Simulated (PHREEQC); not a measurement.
Na2CO3 is added in steps, without added water, to 1 kg of water holding 0.0084 mol/kgw HF and 0.018 mol/kgw NH4HF2, at 20 °C. Oxygen is held at 0.21 atm. CO2 is held at log p = -3.4 (atm). Only these solids could form: Nahcolite, Natron.

Base run: PHREEQC, ion-association model, wateq4f.dat. Each further column changes one thing. The table gives HCO3- (mol/kgw).

| Na2CO3 added (mol) | base | Debye-Hückel limiting law | database phreeqc.dat | all activity coefficients set to 1 | Davies equation for every ion |
|---|---|---|---|---|---|
| 0 | 7.35e-9 | 7.50e-9 | 6.56e-9 | 7.29e-9 | 7.44e-9 |
| 0.002156 | 1.06e-8 | 1.08e-8 | 9.58e-9 | 1.06e-8 | 1.07e-8 |
| 0.004313 | 1.54e-8 | 1.58e-8 | 1.42e-8 | … | 1.56e-8 |
| 0.006469 | 2.34e-8 | 2.40e-8 | 2.20e-8 | 2.36e-8 | 2.38e-8 |
| 0.008625 | 3.91e-8 | 4.01e-8 | … | 3.95e-8 | 3.97e-8 |
| 0.01078 | 8.28e-8 | 8.52e-8 | 8.09e-8 | 8.39e-8 | 8.43e-8 |
| 0.01222 | 2.19e-7 | 2.26e-7 | 2.17e-7 | 2.22e-7 | 2.23e-7 |
| 0.01438 | 0.00133 | 0.00136 | 0.00135 | 0.00124 | 0.00133 |
| 0.01653 | 0.00379 | 0.00386 | 0.00383 | 0.00358 | 0.00380 |
| 0.01869 | 0.00623 | 0.00631 | 0.00629 | 0.00597 | 0.00624 |
| 0.02084 | 0.00861 | 0.00866 | 0.00868 | … | 0.00861 |
| 0.023 | 0.0109 | 0.0109 | 0.0110 | 0.0106 | 0.0109 |

Question: Complete the blanks.

Answer: 
- 0.004313, all activity coefficients set to 1: 1.55e-8
- 0.008625, database phreeqc.dat: 3.75e-8
- 0.02084, all activity coefficients set to 1: 0.00833

Carbamate, which ammonia and carbonate form, is missing from the database. wateq4f.dat counts part of the HF as a dimer, H2F2, which phreeqc.dat doesn't know; its constant is uncertain. phreeqc.dat and wateq4f.dat share most of their constants, so their agreement is no independent check.
